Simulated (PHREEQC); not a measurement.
A solution holds 0.12 mol/kgw CdSO4, at 25 °C. Closed to the air; pH follows from the charge balance.

Equilibrium calculation in PHREEQC: ion-association model, phreeqc.dat.

Precipitation was switched off in this run.

**Question.** Order these Cd species by the share of Cd that they hold, largest first: CdSO4, Cd+2, Cd(SO4)2-2.

**Answer.** Cd+2 (46 %), CdSO4 (39 %), Cd(SO4)2-2 (15 %)

The pH is 5.93 and the ionic strength 0.219 mol/kgw.
